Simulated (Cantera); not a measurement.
Input (Python, Cantera):

```python
import numpy as np
import cantera as ct

gas = ct.Solution("SiF4_NH3_mec.yaml", "gas")
gas.TPX = 1850, 9800, {'NH3': 1, 'H2': 0.12}
reactor = ct.IdealGasConstPressureReactor(gas, energy="off", clone=False)
net = ct.ReactorNet([reactor])
net.rtol, net.atol = 1e-08, 1e-18
show = ['NH3', 'H2', 'NH', 'N', 'N2H2', 'N2']
times = np.geomspace(0.0002, 20, 14)

steps = ct.SolutionArray(gas, extra=["t"])
rows = []
print(f"{'t/s':>10s}{'T/K':>9s}{'P/Pa':>11s}" + "".join(f"{s:>11s}" for s in show))
for t in times:
    while net.time < t:
        t_next = net.step()
        steps.append(gas.state, t=t_next)
    rows.append([np.interp(t, steps.t, y) for y in (steps.T, steps.P, *steps(*show).X.T)])
    print(f"{t:10.3e}{rows[-1][0]:9.1f}{rows[-1][1]:11.4g}" + "".join(f"{x:11.3e}" for x in rows[-1][2:]))
rate = np.gradient(steps.T, steps.t)
print("integrator steps:", len(steps.t))
if steps.T.max() > steps.T[0] + 200:
    print(f"time of steepest temperature rise: {steps.t[rate.argmax()]:.4e} s")
gas.TPX = 1850, 9800, {'NH3': 1, 'H2': 0.12}
gas.equilibrate("TP")
print(f"equilibrium (TP): T = {gas.T:.1f} K  " + "  ".join(f"{s} {gas[s].X[0]:.3e}" for s in show))
```

It prints:

```
       t/s      T/K       P/Pa        NH3         H2         NH          N       N2H2         N2
 2.000e-04   1850.0       9800  8.928e-01  1.072e-01  5.358e-08  1.591e-10  2.376e-08  2.284e-08
 4.849e-04   1850.0       9800  8.926e-01  1.072e-01  3.243e-07  2.570e-09  1.744e-07  7.671e-07
 1.176e-03   1850.0       9800  8.923e-01  1.073e-01  1.602e-06  2.663e-08  1.143e-06  1.762e-05
 2.850e-03   1850.0       9800  8.911e-01  1.080e-01  4.149e-06  1.011e-07  3.804e-06  2.241e-04
 6.910e-03   1850.0       9800  8.879e-01  1.104e-01  4.725e-06  1.219e-07  4.467e-06  1.074e-03
 1.675e-02   1850.0       9800  8.799e-01  1.163e-01  4.756e-06  1.258e-07  4.399e-06  3.182e-03
 4.062e-02   1850.0       9800  8.610e-01  1.302e-01  4.815e-06  1.342e-07  4.232e-06  8.184e-03
 9.848e-02   1850.0       9800  8.175e-01  1.622e-01  4.908e-06  1.507e-07  3.868e-06  1.969e-02
 2.388e-01   1850.0       9800  7.243e-01  2.308e-01  4.983e-06  1.771e-07  3.163e-06  4.432e-02
 5.789e-01   1850.0       9800  5.530e-01  3.569e-01  4.857e-06  2.095e-07  2.092e-06  8.958e-02
 1.403e+00   1850.0       9800  3.171e-01  5.305e-01  4.263e-06  2.386e-07  9.710e-07  1.519e-01
 3.403e+00   1850.0       9800  1.104e-01  6.825e-01  3.052e-06  2.515e-07  2.564e-07  2.066e-01
 8.249e+00   1850.0       9800  1.558e-02  7.521e-01  1.528e-06  2.402e-07  2.478e-08  2.316e-01
 2.000e+01   1850.0       9800  5.920e-04  7.624e-01  2.614e-07  8.751e-08  2.489e-10  2.355e-01
integrator steps: 1375
equilibrium (TP): T = 1850.0 K  NH3 8.303e-07  H2 7.628e-01  NH 3.893e-10  N 1.343e-10  N2H2 1.895e-14  N2 2.357e-01
```

Cantera simulation using the gas-phase N/H chemistry of the illustrative SiF4/NH3 mechanism in the Surface Chemkin manual (1991); the numbers are that mechanism's predictions, not measurements. Walls and surfaces, which speed up NH3 decomposition in real reactors, are not modelled.
